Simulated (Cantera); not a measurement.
A closed system holds: 1 mol toluene, 0.024 mol O₂, 4.7 mol H₂, 0.018 mol NH₃, held at 1075 °C and 100 Torr.

Method: chemical equilibrium by Gibbs-energy minimisation in Cantera with the NASA 1993 tables (ideal gas, pure condensed phases). Candidate condensed phases: C, C₆H₆, C₇H₈, C₈H₁₈, H₂O; 136 gas species. Rates play no part.

Base state: H₂ 0.993, CO 0.00546, N₂ 0.00102, CH₄ 0.000767, HCN 1.02e-5 (mole fractions); condensed: C(graphite).

Problem. What changes in the equilibrium state with this change: temperature from 1075 °C to 1802 °C?

Solution. 
| species | before | after |
|---|---|---|
| H₂ | 0.993 | 0.985 |
| H | 6.31e-6 | 0.00724 |
| CO | 0.00546 | 0.00544 |
| C₂H₂ (acetylene) | 1.19e-6 | 0.00122 |
| HNC | 9.93e-8 | 3.43e-5 |
| HCN | 1.02e-5 | 0.000529 |
| CH₄ | 0.000767 | 4.53e-5 |
| N₂ | 0.00102 | 0.000739 |
| C(graphite), mol | 6.95 | 6.92 |
